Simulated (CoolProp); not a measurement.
Hexamethyldisiloxane (MM) along the isobar 2.87 MPa: fugacity coefficient from the reference equation and from simpler models built on Tc = 518.7 K, pc = 1.931 MPa, ω = 0.418; each cubic takes its own stable root.

Computed with CoolProp (reference Helmholtz-energy equation of state, Thol 2016).

```tsv
T (K)	phase	reference
358.6	liquid	0.02656
374.2	liquid	0.04170
389.8	liquid	0.06233
405.4	liquid	0.08920
420.9	liquid	0.1226
436.5	liquid	0.1634
452.1	liquid	0.2111
467.7	liquid	0.2655
483.2	liquid	0.3254
498.8	liquid	0.3903
514.4	liquid	0.4581
530	supercritical	0.5260
545.5	supercritical	0.5879
561.1	supercritical	0.6365
```

Problem. How far does each simpler model (van der Waals, Redlich-Kwong) lie from the reference over these 14 states: mean and median of the absolute difference, and the worst?

Solution. 
- van der Waals: mean 117.5 %, median 60.2 %, worst +468.5 % at 358.6 K and 2.87 MPa
- Redlich-Kwong: mean 41.1 %, median 26.9 %, worst +134.5 % at 358.6 K and 2.87 MPa
